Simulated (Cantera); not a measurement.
An adiabatic, constant-pressure homogeneous reactor starts with CO : H₂ : O₂ : N₂ = 1 : 0.075 : 1.03 : 3.89 (molar parts), equivalence ratio 0.52, at 1248 K and 10.0 bar.

Detailed kinetics in Cantera: GRI-Mech 3.0 (53 species, 325 reactions). The hydrogen kinetics of GRI-Mech 3.0 are dated; newer H2 mechanisms differ, most at raised pressure.

**Question.** Predict: time of steepest temperature rise; temperature at 0.500 s; equilibrium temperature; x(CO) at 0.500 s; x(H₂) at 0.500 s; x(O₂) at 0.500 s; x(N₂O) at 0.500 s; x(NO₂) at 0.500 s.

**Answer.** 
```
Quantity                                                             Value
---------------------------------  ---------------------------------------
time of steepest temperature rise                                  51.3 µs
temperature at 0.500 s                                              2508 K
equilibrium temperature                                             2508 K
x(CO) at 0.500 s                   0.00735 (gas-phase equilibrium 0.00735)
x(H₂) at 0.500 s                   8.36e-5 (gas-phase equilibrium 8.36e-5)
x(O₂) at 0.500 s                     0.0852 (gas-phase equilibrium 0.0852)
x(N₂O) at 0.500 s                  2.33e-6 (gas-phase equilibrium 2.33e-6)
x(NO₂) at 0.500 s                  2.49e-5 (gas-phase equilibrium 2.49e-5)
```
